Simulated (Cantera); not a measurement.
A closed system holds: 1 mol CH₃F, held at 5.90e-5 bar.

Equilibrium computed with Cantera from the NASA thermochemical tables; the gas is ideal and each condensed phase is pure. Candidate condensed phases: C, C₆H₆, C₇H₈, C₈H₁₈; 95 gas species. Kinetics and transport are ignored. All values below are at 1373 K.

Base state: HF 0.500, H₂ 0.500, H 0.000306 (mole fractions); condensed: C(graphite).

Question: What changes in the equilibrium state with this change: pressure from 5.90e-5 bar to 1.00 bar?

Answer: 
| species | before | after |
|---|---|---|
| HF | 0.500 | 0.501 |
| H₂ | 0.500 | 0.498 |
| CH₄ | 7.42e-8 | 0.00125 |
| H | 0.000306 | 2.35e-6 |
| C(graphite), mol | 1.000 | 0.997 |
